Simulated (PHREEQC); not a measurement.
A column of 1 m (30 cells, dispersivity 0.08 m, 720 s a shift, diffusion coefficient 3e-10 m²/s) holds 0.0041 eq of the database's cation exchanger X per kg of pore water, first in equilibrium with 1.7 mmol/kgw MnCl2 and 0.01 mmol/kgw HCl. It is flushed with 2.6 mmol/kgw LiCl and 0.01 mmol/kgw HCl, at 40 °C. Values are for the last cell. The system is closed to CO2. No solid was allowed to form.

Computed with PHREEQC (ion-association model, phreeqc.dat).

```csv
pore volumes,Li in solution (mol/kgw),Mn in solution (mol/kgw),Cl in solution (mol/kgw),LiX on the exchanger (mol/kgw)
0,0,0.00170,0.00341,0
0.4167,2.86e-5,0.00168,0.00340,1.35e-6
0.8167,0.000779,0.00116,0.00311,4.40e-5
1.217,0.00166,0.000567,0.00280,0.000133
1.617,0.00208,0.000288,0.00267,0.000230
1.817,0.00219,0.000220,0.00264,0.000276
2.217,0.00232,0.000146,0.00262,0.000355
2.617,0.00239,0.000108,0.00261,0.000420
3.017,0.00243,8.68e-5,0.00261,0.000474
3.417,0.00245,7.28e-5,0.00261,0.000520
3.817,0.00247,6.30e-5,0.00261,0.000560
4.217,0.00249,5.58e-5,0.00261,0.000596
4.417,0.00249,5.28e-5,0.00261,0.000612
4.817,0.00250,4.78e-5,0.00261,0.000643
5.217,0.00251,4.38e-5,0.00261,0.000671
5.617,0.00252,4.05e-5,0.00261,0.000697
6.017,0.00252,3.77e-5,0.00261,0.000722
```

Constants without temperature data keep their 25 °C values here.
